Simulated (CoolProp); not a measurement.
Vapour-liquid equilibrium of R125 (1) + R236FA (2) at 274.8 K; x and y are mole fractions of (1).

Model: multi-fluid Helmholtz-energy mixture model, Lemmon 2005 and Pan 2012; pair parameters Bell 2016, in CoolProp.

Give the bubble pressure and the first vapour's composition at x = 0.25, 0.55, 0.85. Is there an azeotrope?

x = 0.25: 253.9 kPa, y = 0.637; x = 0.55: 425.6 kPa, y = 0.858; x = 0.85: 608.1 kPa, y = 0.963. No azeotrope shows between x = 0.05 and 0.95.

The pair parameters rest on a limited set of measurements; away from them the model extrapolates.
